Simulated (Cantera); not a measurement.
**Diamond growth**

A diamond (100) surface in a fixed gas of H2 with x(CH4) = 0.018, x(H) = 0.0017, x(CH3) = 0.0011, 0.0395 atm; coverages are run to steady state.

Detailed kinetics in Cantera: the Harris–Goodwin 1993 mechanism for the reconstructed diamond (100) surface.

```json
[
 {"T (K)": "900", "growth (µm/h)": "7.92", "θ c6HH": "0.424", "θ c6H*": "0.00633", "θ c6*H": "0.177", "θ c6**": "0.00226", "θ c6HM": "0.314"},
 {"T (K)": "950", "growth (µm/h)": "10.9", "θ c6HH": "0.427", "θ c6H*": "0.00922", "θ c6*H": "0.219", "θ c6**": "0.00369", "θ c6HM": "0.261"},
 {"T (K)": "1000", "growth (µm/h)": "13.7", "θ c6HH": "0.432", "θ c6H*": "0.0130", "θ c6*H": "0.265", "θ c6**": "0.00576", "θ c6HM": "0.207"},
 {"T (K)": "1050", "growth (µm/h)": "14.6", "θ c6HH": "0.443", "θ c6H*": "0.0179", "θ c6*H": "0.320", "θ c6**": "0.00875", "θ c6HM": "0.145"},
 {"T (K)": "1100", "growth (µm/h)": "12.4", "θ c6HH": "0.456", "θ c6H*": "0.0241", "θ c6*H": "0.382", "θ c6**": "0.0128", "θ c6HM": "0.0809"},
 {"T (K)": "1150", "growth (µm/h)": "8.60", "θ c6HH": "0.457", "θ c6H*": "0.0307", "θ c6*H": "0.435", "θ c6**": "0.0175", "θ c6HM": "0.0354"},
 {"T (K)": "1200", "growth (µm/h)": "6.00", "θ c6HH": "0.443", "θ c6H*": "0.0368", "θ c6*H": "0.470", "θ c6**": "0.0222", "θ c6HM": "0.0135"},
 {"T (K)": "1250", "growth (µm/h)": "4.99", "θ c6HH": "0.423", "θ c6H*": "0.0423", "θ c6*H": "0.493", "θ c6**": "0.0268", "θ c6HM": "0.00493"},
 {"T (K)": "1300", "growth (µm/h)": "4.79", "θ c6HH": "0.404", "θ c6H*": "0.0475", "θ c6*H": "0.507", "θ c6**": "0.0313", "θ c6HM": "0.00181"},
 {"T (K)": "1350", "growth (µm/h)": "4.52", "θ c6HH": "0.388", "θ c6H*": "0.0524", "θ c6*H": "0.516", "θ c6**": "0.0358", "θ c6HM": "0.000666"},
 {"T (K)": "1400", "growth (µm/h)": "3.57", "θ c6HH": "0.375", "θ c6H*": "0.0571", "θ c6*H": "0.523", "θ c6**": "0.0404", "θ c6HM": "0.000248"}
]
```
θ: site fractions in the mechanism's names (c6HH fully hydrogenated, c6H* and c6*H radical sites, c6** diradical, c6HM methylated).
